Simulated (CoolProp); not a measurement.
Vapour-liquid equilibrium of R22 (1) + R123 (2) at 226.8 K; x and y are mole fractions of (1).

Model: multi-fluid Helmholtz-energy mixture model, Kamei 1995 and Younglove 1994; pair parameters Bell 2016, in CoolProp.

Q: Give the bubble pressure and the first vapour's composition at x = 0.2, 0.5, 0.95. Is there an azeotrope?

A: x = 0.2: 0.01787 MPa, y = 0.896; x = 0.5: 0.04185 MPa, y = 0.972; x = 0.95: 0.07382 MPa, y = 0.998. No azeotrope shows between x = 0.05 and 0.95.

The pair parameters rest on a limited set of measurements; away from them the model extrapolates. The gap from Raoult's law changes sign with composition, which may be real or a fault of the pair parameters; it wasn't checked against measurements.
